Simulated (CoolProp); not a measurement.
Computed with CoolProp (reference Helmholtz-energy equation of state, Lemmon 2006). It is a short technical equation, of lower accuracy than the large ones.

Question: Give the vapour pressure (MPa), liquid density (kg/m³), vapour Z, surface tension (mN/m) of saturated toluene at 427.5, 471.3, 515 K.

Answer: 
```
T (K)  p (MPa)  liquid density (kg/m³)  vapour Z  surface tension (mN/m)
-----  -------  ----------------------  --------  ----------------------
427.5    0.304                     732     0.913                    13.2
471.3    0.726                     679     0.840                    8.83
515       1.48                     614     0.734                    4.94
```

Surface tension comes from a separate correlation (Mulero 2012).
